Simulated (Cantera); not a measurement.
Charge: 1 mol V, 0.62 mol O2, 9.7 mol H2, held at 2873 K and 0.0105 Torr.

Cantera equilibrium calculation (NASA polynomials, part measured and part estimated; ideal gas, pure solids and liquids). Candidate condensed phases: H2O, V, VO, V2O3, V2O4, V2O5; 12 gas species. The numbers say what is thermodynamically allowed, not how fast it happens.

What is the equilibrium state?


| Item | Value |
|---|---|
| x(H) | 0.898 |
| x(O) | 0.0547 |
| x(V) | 0.0437 |
| x(VO) | 0.00267 |
| x(H2) | 0.00102 |
| x(OH) | 9.99e-5 |
| x(VO2) | 3.32e-5 |
| x(O2) | 8.11e-6 |
| gas amount | 21.56 mol |
| log10 activity of V(l) (absent) | -4.38 |
| log10 activity of V2O5(l) (absent) | -24.25 |
